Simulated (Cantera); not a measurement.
Charge: 1 mol SiO2, 2.9 mol MgO, 0.1 mol O2, at 850 K and 1 atm.

These are equilibrium values from Cantera (NASA tables, ideal gas, pure condensed phases), not measurements of a reactor. Candidate condensed phases: Mg, MgO, MgSiO3, Mg2SiO4, Si, SiO2; 11 gas species. Condensed phases not in the tables: alloys, solid solutions and most ternary compounds. Kinetics and transport are ignored.

Base state: O2 1.00 (mole fractions); condensed: MgO(s) + Mg2SiO4(s).

What changes in the equilibrium state with this change: temperature from 850 K to 2173 K?


```tsv
species	before	after
O2	1.00	0.998
O	<1e-9	0.00226
MgO(s), mol	0.900	0.900
Mg2SiO4(s), mol	1.00	0
Mg2SiO4(l), mol	0	1.00
```
Mutual solubility and eutectic melting of coexisting phases are not modelled.
